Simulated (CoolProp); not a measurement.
Properties of R1234ze(Z) along the isotherm 166.85 °C.

The numbers come from the reference Helmholtz-energy equation of state, Akasaka 2019 in CoolProp.

| p (bar) | phase | Z | cp (kJ/(kg K)) | cv (kJ/(kg K)) | isothermal compressibility (1/MPa) | expansivity (1/kK) |
|---|---|---|---|---|---|---|
| 11 | gas | 0.8918 | 1.149 | 1.022 | 1.027 | 3.373 |
| 22.1 | gas | 0.7655 | 1.296 | 1.056 | 0.6150 | 5.493 |
| 33.1 | gas | ? | 1.668 | 1.103 | 0.5726 | 11.15 |
| 44.1 | supercritical | 0.3681 | 4.283 | 1.198 | 0.9738 | 50.50 |
| 55.2 | supercritical | 0.2684 | ? | 1.145 | 0.1612 | 18.57 |
| 66.2 | supercritical | 0.2875 | 2.073 | 1.118 | 0.06926 | 10.39 |
| 77.2 | supercritical | 0.3157 | 1.880 | 1.106 | ? | ? |
| 88.3 | supercritical | 0.3464 | ? | 1.099 | 0.03217 | 6.267 |
| 99.3 | supercritical | 0.3775 | 1.707 | 1.094 | 0.02544 | 5.391 |
| 110 | supercritical | 0.4079 | 1.660 | 1.091 | 0.02115 | 4.795 |
| 121 | supercritical | 0.4392 | 1.624 | 1.089 | 0.01804 | 4.339 |
| 132 | supercritical | 0.4703 | 1.595 | 1.087 | 0.01573 | 3.984 |
| 143 | supercritical | 0.5013 | 1.571 | 1.086 | 0.01395 | 3.699 |
| 154 | supercritical | 0.5320 | 1.552 | 1.085 | ? | 3.464 |
| 165 | supercritical | 0.5626 | 1.536 | 1.084 | 0.01138 | 3.266 |
| 177 | supercritical | 0.5957 | 1.520 | 1.084 | 0.01035 | 3.083 |

Problem. Complete the blanks.

Solution. 
- 33.1, Z: 0.6099
- 55.2, cp (kJ/(kg K)): 2.614
- 77.2, isothermal compressibility (1/MPa): 0.04397
- 77.2, expansivity (1/kK): 7.679
- 88.3, cp (kJ/(kg K)): 1.774
- 154, isothermal compressibility (1/MPa): 0.01253

The peak of cp marks the crossing from liquid-like to gas-like fluid above the critical point.
